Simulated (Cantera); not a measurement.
Charge: 1 mol Si, 0.22 mol NH3, 1.7 mol N2, at 0.120 bar.

Equilibrium computed with Cantera from the NASA thermochemical tables; the gas is ideal and each condensed phase is pure. Candidate condensed phases: Si, Si3N4; 18 gas species. Rates play no part. All values below are at 1648 K.

Base state: N2 0.776, H2 0.224, H 0.000122 (mole fractions); condensed: Si3N4(s).

**Question.** What changes in the equilibrium state with this change: Si replaced by Ni?

**Answer.** 
| species | before | after |
|---|---|---|
| N2 | 0.776 | 0.846 |
| H2 | 0.224 | 0.154 |
| H | 0.000122 | 0.000101 |
| Si3N4(s), mol | 0.333 | 0 |
| Ni(s), mol | 0 | 1.000 |
Further candidate phases: Ni.

**Question.** What changes in the equilibrium state with this change: Si replaced by Fe?

**Answer.** 
```json
[
 {"species": "N2", "before": "0.776", "after": "0.846"},
 {"species": "H2", "before": "0.224", "after": "0.154"},
 {"species": "H", "before": "0.000122", "after": "0.000101"},
 {"species": "Fe", "before": "0", "after": "2.17e-5"},
 {"species": "Si3N4(s), mol", "before": "0.333", "after": "0"},
 {"species": "Fe(γ), mol", "before": "0", "after": "1.000"}
]
```
Further candidate phases: Fe.
